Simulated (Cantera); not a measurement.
An adiabatic, constant-pressure homogeneous reactor starts with CH₄ : C₂H₆ : C₃H₈ : O₂ : N₂ = 1 : 0.16 : 0.061 : 1.59 : 5.98 (molar parts), at 1400 K and 630 Torr.

Cantera simulation using GRI-Mech 3.0 (53 species, 325 reactions); the numbers are that mechanism's predictions, not measurements.

Task: Predict: time of steepest temperature rise; temperature at 7.00 s; equilibrium temperature; x(HCO) at 7.00 s; x(N₂O) at 7.00 s.

Result: 
```json
{
 "time_of_steepest_temperature_rise": "0.487 ms",
 "temperature at 7.00 s": "2537 K",
 "equilibrium_temperature": "2537 K",
 "x(HCO) at 7.00 s": "1.58e-7 (gas-phase equilibrium 1.58e-7)",
 "x(N₂O) at 7.00 s": "1.79e-8 (gas-phase equilibrium 1.79e-8)"
}
```
